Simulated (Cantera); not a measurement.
## Adiabatic ignition

An adiabatic, constant-pressure homogeneous reactor starts with CH₄ : O₂ : N₂ = 1 : 4.76 : 17.9 (molar parts), equivalence ratio 0.42, at 1400 K and 4280 Torr.

Computed with Cantera and GRI-Mech 3.0 (53 species, 325 reactions).

```json
[
 {"t (s)": "6.00e-6", "T (K)": "1400", "x CH₄": "0.0423", "x O₂": "0.201", "x O": "1.33e-9", "x CO": "3.62e-11", "x OH": "2.78e-9", "x CH₂O": "2.85e-8"},
 {"t (s)": "1.92e-5", "T (K)": "1400", "x CH₄": "0.0423", "x O₂": "0.201", "x O": "3.99e-9", "x CO": "1.43e-9", "x OH": "1.01e-8", "x CH₂O": "3.56e-7"},
 {"t (s)": "6.16e-5", "T (K)": "1400", "x CH₄": "0.0422", "x O₂": "0.201", "x O": "2.18e-8", "x CO": "9.25e-8", "x OH": "5.65e-8", "x CH₂O": "6.29e-6"},
 {"t (s)": "0.000197", "T (K)": "1401", "x CH₄": "0.0420", "x O₂": "0.201", "x O": "1.34e-7", "x CO": "1.34e-5", "x OH": "3.63e-7", "x CH₂O": "0.000134"},
 {"t (s)": "0.000632", "T (K)": "2255", "x CH₄": "<1e-12", "x O₂": "0.116", "x O": "0.00104", "x CO": "0.00134", "x OH": "0.00430", "x CH₂O": "<1e-12"},
 {"t (s)": "0.00202", "T (K)": "2269", "x CH₄": "<1e-12", "x O₂": "0.116", "x O": "0.000594", "x CO": "0.000494", "x OH": "0.00332", "x CH₂O": "<1e-12"},
 {"t (s)": "0.00648", "T (K)": "2268", "x CH₄": "<1e-12", "x O₂": "0.115", "x O": "0.000587", "x CO": "0.000490", "x OH": "0.00330", "x CH₂O": "<1e-12"},
 {"t (s)": "0.0208", "T (K)": "2263", "x CH₄": "<1e-12", "x O₂": "0.114", "x O": "0.000569", "x CO": "0.000478", "x OH": "0.00323", "x CH₂O": "<1e-12"},
 {"t (s)": "0.0665", "T (K)": "2254", "x CH₄": "<1e-12", "x O₂": "0.112", "x O": "0.000535", "x CO": "0.000456", "x OH": "0.00311", "x CH₂O": "<1e-12"},
 {"t (s)": "0.213", "T (K)": "2249", "x CH₄": "<1e-12", "x O₂": "0.111", "x O": "0.000515", "x CO": "0.000443", "x OH": "0.00304", "x CH₂O": "<1e-12"},
 {"t (s)": "0.682", "T (K)": "2249", "x CH₄": "<1e-12", "x O₂": "0.111", "x O": "0.000514", "x CO": "0.000442", "x OH": "0.00304", "x CH₂O": "<1e-12"},
 {"t (s)": "2.19", "T (K)": "2249", "x CH₄": "<1e-12", "x O₂": "0.111", "x O": "0.000514", "x CO": "0.000442", "x OH": "0.00304", "x CH₂O": "<1e-12"},
 {"t (s)": "7.00", "T (K)": "2249", "x CH₄": "<1e-12", "x O₂": "0.111", "x O": "0.000514", "x CO": "0.000442", "x OH": "0.00304", "x CH₂O": "<1e-12"}
]
```
x: mole fraction; the columns are a selection and need not sum to one.

```yaml
time_of_steepest_temperature_rise: 0.584 ms
temperature at 7.00 s: 2249 K
equilibrium_temperature: 2249 K
x(CH₄) at 7.00 s: <1e-12 (gas-phase equilibrium <1e-12)
x(O₂) at 7.00 s: 0.111 (gas-phase equilibrium 0.111)
x(O) at 7.00 s: 0.000514 (gas-phase equilibrium 0.000514)
```
